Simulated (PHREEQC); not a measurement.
Solution A (0.0086 mol/kgw LiOH, 1.3e-06 mol/kgw H4SiO4 and 0.0035 mol/kgw (CH3)4NCl) is mixed with solution B (32 mmol/kgw NH4HF2, 0.13 mmol/kgw H2SiF6, 130 mmol/kgw H3BO3 and 1.5 mmol/kgw H2SO4) at 25 °C; shares are by mass of water, 1 kg in all. Oxygen is held at 0.21 atm. No CO2 enters from the air. The run lets Chalcedony precipitate or redissolve, and no other solid.

The series has 21 steps of share of solution B, from 0 to 1.

Model: ion-association model, wateq4f.dat, run in PHREEQC.

Question: Between which two steps does the pH jump most, and from what to what?

Answer: Between share of solution B = 0.15 and 0.2: from 8.14 to 5.77.

Complexes and solids missing from the database can't appear. (CH3)4N+ isn't in the database: it is added as a free cation with an ion size of 4 Å. SiF6-2 is the database's only silicon fluoride. Real BF4- forms and hydrolyses slowly; the run takes it at equilibrium.
